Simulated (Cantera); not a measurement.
An isothermal, constant-pressure homogeneous reactor starts with CH₄ : H₂ : CO₂ = 0.0095 : 1 : 0.019 (molar parts), at 2925 K and 0.0133 bar. Integrator tolerance rtol = 1e-08.

Model: GRI-Mech 3.0 (53 species, 325 reactions), integrated in Cantera. Radical loss at walls, strong at low pressure, is not modelled.

**Question.** What does this change do: temperature 2925 to 1275 K?

**Answer.** 
```json
[
 {"quantity": "x(CH₄) at 60.0 s", "before": "<1e-12 (gas-phase equilibrium <1e-12)", "after": "0.00923 (gas-phase equilibrium 5.09e-8)"},
 {"quantity": "x(H₂) at 60.0 s", "before": "0.341 (gas-phase equilibrium 0.341)", "after": "0.969 (gas-phase equilibrium 0.964)"},
 {"quantity": "x(CO₂) at 60.0 s", "before": "2.04e-5 (gas-phase equilibrium 2.04e-5)", "after": "0.0148 (gas-phase equilibrium 0.000151)"},
 {"quantity": "x(C₂H₆) at 60.0 s", "before": "<1e-12 (gas-phase equilibrium <1e-12)", "after": "2.80e-8 (gas-phase equilibrium <1e-12)"},
 {"quantity": "x(O) at 60.0 s", "before": "0.00183 (gas-phase equilibrium 0.00183)", "after": "<1e-12 (gas-phase equilibrium <1e-12)"},
 {"quantity": "x(CH₃) at 60.0 s", "before": "1.17e-12 (gas-phase equilibrium 1.19e-12)", "after": "1.05e-6 (gas-phase equilibrium 6.49e-12)"}
]
```
